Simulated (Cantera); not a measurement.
Input: 1 mol Cu2O, 1.4 mol CH4, 0.4 mol CO, equilibrated at 0.650 bar.

Method: chemical equilibrium by Gibbs-energy minimisation in Cantera with the NASA 1993 tables (ideal gas, pure condensed phases). Candidate condensed phases: C, C6H6, C7H8, C8H18, Cu, CuO, Cu(OH)2, Cu2O, H2O; 113 gas species. Equilibrium is a limit: real reactors are often held back by kinetics, nucleation or transport.

Which condensed phases are stable at each of these points (T (K)): 850, 900, 950, 1000, 1050, 1100, 1150, 1200, 1250, 1300, 1350, 1400?


```
T (K)     condensed phases  Cu condensed (%)
-----  -------------------  ----------------
850    C(graphite) + Cu(s)             100.0
900    C(graphite) + Cu(s)             100.0
950    C(graphite) + Cu(s)             100.0
1000   C(graphite) + Cu(s)             100.0
1050   C(graphite) + Cu(s)             100.0
1100   C(graphite) + Cu(s)             100.0
1150   C(graphite) + Cu(s)             100.0
1200   C(graphite) + Cu(s)             100.0
1250   C(graphite) + Cu(s)             100.0
1300   C(graphite) + Cu(s)             100.0
1350   C(graphite) + Cu(s)             100.0
1400   C(graphite) + Cu(l)             100.0
```

From 850 K to 1350 K the condensed part is C(graphite) + Cu(s). At 1400 K the condensed part is C(graphite) + Cu(l).
